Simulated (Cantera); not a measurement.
Source: NASA polynomial tables (part measured, part estimated), evaluated in Cantera. Values are per mole of reaction as written; species without (g) are pure solids or liquids, kept so even where they would boil at 1 bar.

### Question
Between 300 and 748 K, where is each reaction favourable under standard conditions?
- 3 CuF2(g) + N2(g) → 3 Cu + 2 NF3(g)
- 2 N(g) + 3 CuF2(g) → 3 Cu + 2 NF3(g)
- CuF2(g) → 2 F(g) + Cu

### Answer
- 3 CuF2(g) + N2(g) → 3 Cu + 2 NF3(g): ΔG° is 649 kJ at 300 K and 811 kJ at 748 K; it stays positive (K < 1). ΔH° is 548 kJ and ΔS° -351 J/K at 748 K.
- 2 N(g) + 3 CuF2(g) → 3 Cu + 2 NF3(g): ΔG° is -262 kJ at 300 K and -45 kJ at 748 K; it stays negative (K > 1). ΔH° is -402 kJ and ΔS° -477 J/K at 748 K.
- CuF2(g) → 2 F(g) + Cu: ΔG° is 401 kJ at 300 K and 359 kJ at 748 K; it stays positive (K < 1). ΔH° is 433 kJ and ΔS° 100 J/K at 748 K.
